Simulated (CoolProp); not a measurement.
Vapour-liquid equilibrium of trans-2-butene (1) + acetone (2) at 319.6 K; x and y are mole fractions of (1).

The numbers come from the multi-fluid Helmholtz-energy mixture model, Lemmon 2005 and Lemmon 2006; pair parameters Bell 2016 in CoolProp.

Give the bubble pressure and the first vapour's composition at x = 0.275, 0.575, 0.95. Is there an azeotrope?

x = 0.275: 2.735 bar, y = 0.779; x = 0.575: 3.610 bar, y = 0.865; x = 0.95: 4.295 bar, y = 0.971. No azeotrope shows between x = 0.05 and 0.95.

The pair parameters rest on a limited set of measurements; away from them the model extrapolates. With so large a gap from Raoult's law the liquid may split in two, which this calculation doesn't test in full.
